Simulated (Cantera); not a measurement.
Charge: 1 mol Fe, 0.031 mol SO2, 13 mol N2, at 1723.15 K and 1.40 mbar.

These are equilibrium values from Cantera (NASA tables, ideal gas, pure condensed phases), not measurements of a reactor. Mutual solubility and eutectic melting of coexisting phases are not modelled. The tables' stoichiometric FeO is somewhat more stable than real wüstite, so its field is too wide. FeO: taken at fixed stoichiometry. Equilibrium is a limit: real reactors are often held back by kinetics, nucleation or transport.

| species | before | after |
|---|---|---|
| N2 | 0.991 | 0.894 |
| SO2 | 0.000932 | 0.0762 |
| SO | 0.000633 | 0.0144 |
| S2 | 0.000308 | 0.0125 |
| Fe | 0.00653 | 0.00182 |
| S2O | 6.58e-7 | 9.55e-5 |
| S | 0.000182 | 0.00116 |
| FeO | 2.80e-5 | 2.80e-5 |
| Fe(δ), mol | 0.885 | 0 |
| FeO(l), mol | 0.0288 | 0.973 |
Gas species are given as mole fractions.

### Question
What was changed between the two runs?
(A) temperature from 1723.15 K to 1525 K
(B) SO2 from 0.031 to 1.7 mol
(C) temperature from 1723.15 K to 1923.15 K
(D) SO2 from 0.031 to 0.36 mol

### Answer
B, SO2 from 0.031 to 1.7 mol
